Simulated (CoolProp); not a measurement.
A simple Rankine cycle with R141b: condensing at 309.15 K, boiler at 3.71 MPa, turbine inlet 499 K, turbine efficiency 0.65, pump efficiency 0.6, no recuperator. Each further row changes one setting.

Computed with CoolProp (reference Helmholtz-energy equation of state, Lemmon 2006). It is a short technical equation, of lower accuracy than the large ones.

```
case                             thermal efficiency (%)  net work (kJ/kg)  heat in (kJ/kg)  turbine exit temperature (K)  volume ratio over the turbine
-------------------------------  ----------------------  ----------------  ---------------  ----------------------------  -----------------------------
as stated                                          15.6              54.1              347                         394.0                           36.8
condensing temperature 301.15 K                    16.4              58.6              357                         388.5                           48.3
boiler pressure 2.6 MPa                            14.8              53.9              365                         413.8                           23.0
turbine efficiency 0.55                            13.0              45.0              347                         404.1                           37.8
```
